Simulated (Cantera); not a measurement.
A closed system holds: 1 mol CaCO₃, 0.85 mol H₂O, 0.35 mol H₂, held at 825 °C and 16000 Pa.

Method: chemical equilibrium by Gibbs-energy minimisation in Cantera with the NASA 1993 tables (ideal gas, pure condensed phases). Candidate condensed phases: C, C₆H₆, C₇H₈, C₈H₁₈, Ca, CaCO₃, CaO, Ca(OH)₂, H₂O; 115 gas species. Rates play no part.

Base state: H₂O 0.459, CO₂ 0.382, H₂ 0.0865, CO 0.0726 (mole fractions); condensed: CaO(s).

What changes in the equilibrium state with this change: temperature from 825 °C to 377 °C?


```tsv
species	before	after
H₂O	0.459	0.708
H₂	0.0865	0.292
CH₄	8.78e-9	2.49e-5
CO₂	0.382	1.58e-5
CO	0.0726	4.18e-7
CaO(s), mol	1.00	0
CaCO₃(calcite), mol	0	1.000
```

What changes in the equilibrium state with this change: temperature from 825 °C to 1802 °C?


```json
[
 {"species": "H₂O", "before": "0.459", "after": "0.505"},
 {"species": "CO₂", "before": "0.382", "after": "0.332"},
 {"species": "CO", "before": "0.0726", "after": "0.122"},
 {"species": "H₂", "before": "0.0865", "after": "0.0381"},
 {"species": "Ca(OH)₂", "before": "<1e-9", "after": "9.03e-5"},
 {"species": "OH", "before": "<1e-9", "after": "0.00197"},
 {"species": "O₂", "before": "<1e-9", "after": "0.000272"},
 {"species": "H", "before": "1.82e-8", "after": "0.00130"},
 {"species": "CaO(s), mol", "before": "1.00", "after": "1.000"}
]
```
